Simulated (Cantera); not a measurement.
Cantera run, input and output.

```python
import numpy as np
import cantera as ct

surf = ct.Interface("ptcombust.yaml", "Pt_surf")
gas = surf.adjacent["gas"]
gas.TPX = 873, 60000, {'CH4': 0.0035, 'O2': 0.013, 'N2': 0.79}
surf.TP = 873, 60000
reactor = ct.FlowReactor(gas, clone=False)
reactor.area = 0.0001  # m2
reactor.surface_area_to_volume_ratio = 4400  # 1/m
reactor.mass_flow_rate = 0.58 * reactor.area * gas.density  # inlet velocity 0.58 m/s
reactor.energy_enabled = False
wall = ct.ReactorSurface(surf, reactor, clone=False)
net = ct.ReactorNet([reactor])
net.rtol, net.atol = 1e-8, 1e-16
show, cover = ['CH4', 'O2', 'H2O', 'CO2', 'CO'], ['PT(S)', 'H(S)', 'O(S)', 'OH(S)', 'CO(S)', 'C(S)']

rows = []
print(f"{'z/m':>9s}{'u/(m/s)':>9s}" + "".join(f"{s:>13s}" for s in show + cover))
for z in [0.00027, 0.00052, 0.001, 0.0019, 0.0038, 0.0073, 0.014, 0.027]:
    net.advance(z)
    rows.append([reactor.speed, *gas[show].X, *surf[cover].coverages])
    print(f"{z:9.4g}{rows[-1][0]:9.3g}" + "".join(f"{x:13.4e}" for x in rows[-1][1:]))
```

It prints:

```
      z/m  u/(m/s)          CH4           O2          H2O          CO2           CO        PT(S)         H(S)         O(S)        OH(S)        CO(S)         C(S)
  0.00027     0.58   3.9433e-03   1.5327e-02   7.9284e-04   3.9513e-04   1.2910e-06   1.7248e-01   2.4015e-08   8.2688e-01   6.2610e-04   1.3203e-05   3.9411e-08
  0.00052     0.58   3.6008e-03   1.4642e-02   1.4779e-03   7.3777e-04   1.1853e-06   1.7424e-01   3.2969e-08   8.2489e-01   8.5033e-04   1.2371e-05   3.6927e-08
    0.001     0.58   3.0062e-03   1.3453e-02   2.6669e-03   1.3324e-03   9.9966e-07   1.7756e-01   4.5376e-08   8.2128e-01   1.1450e-03   1.0834e-05   3.2338e-08
   0.0019     0.58   2.0996e-03   1.1639e-02   4.4801e-03   2.2393e-03   7.1017e-07   1.8328e-01   6.1690e-08   8.1521e-01   1.4985e-03   8.1999e-06   2.4476e-08
   0.0038     0.58   9.1166e-04   9.2634e-03   6.8558e-03   3.4275e-03   3.1655e-07   1.9231e-01   8.2316e-08   8.0580e-01   1.8853e-03   4.0232e-06   1.2009e-08
   0.0073     0.58   1.6686e-04   7.7738e-03   8.3453e-03   4.1725e-03   5.9078e-08   1.9916e-01   9.6051e-08   7.9873e-01   2.1065e-03   8.0518e-07   2.4033e-09
    0.014     0.58   5.5812e-06   7.4512e-03   8.6679e-03   4.3339e-03   1.9863e-09   2.0080e-01   9.9189e-08   7.9704e-01   2.1531e-03   2.7504e-08   8.2091e-11
    0.027     0.58   8.2251e-09   7.4401e-03   8.6790e-03   4.3394e-03   3.5978e-12   2.0086e-01   9.9298e-08   7.9698e-01   2.1547e-03   4.1209e-11   1.2107e-13
```

Cantera simulation using Deutschmann's 1995 Pt surface mechanism with GRI-Mech 3.0 gas chemistry; the numbers are that mechanism's predictions, not measurements. Catalytic surfaces can have several steady states; this one follows from the mechanism file's or the stated starting coverage. Mass transfer to the wall is taken as infinitely fast.
